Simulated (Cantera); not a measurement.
Mixture: CH₄ : H₂ : O₂ : N₂ = 1 : 0.098 : 1.21 : 4.53 (molar parts), at 3750 Torr, adiabatic and at constant pressure. Ignition delay is the time to a rise of 400 K.

Detailed kinetics in Cantera: GRI-Mech 3.0 (53 species, 325 reactions).

**Question.** What does this change do: 0.13 parts C2H6 added?

**Answer.** 
| quantity | before | after |
|---|---|---|
| delay at 1075 K | 13.7 ms | 5.74 ms |
| delay at 1275 K | 2.24 ms | 0.505 ms |
| delay at 1475 K | 0.345 ms | 98.5 µs |
| delay at 1675 K | 63.1 µs | 23.0 µs |
| delay at 1875 K | 16.2 µs | 7.24 µs |
| apparent activation energy between 1775 and 1975 K | 170 kJ/mol | 140 kJ/mol |

**Question.** What does this change do: pressure from 3750 Torr to 750 Torr?

**Answer.** 
```
quantity                                                before       after
--------------------------------------------------  ----------  ----------
delay at 1075 K                                        13.7 ms     96.6 ms
delay at 1275 K                                        2.24 ms     9.73 ms
delay at 1475 K                                       0.345 ms     1.18 ms
delay at 1675 K                                        63.1 µs    0.224 ms
delay at 1875 K                                        16.2 µs     65.3 µs
apparent activation energy between 1775 and 1975 K  170 kJ/mol  160 kJ/mol
```
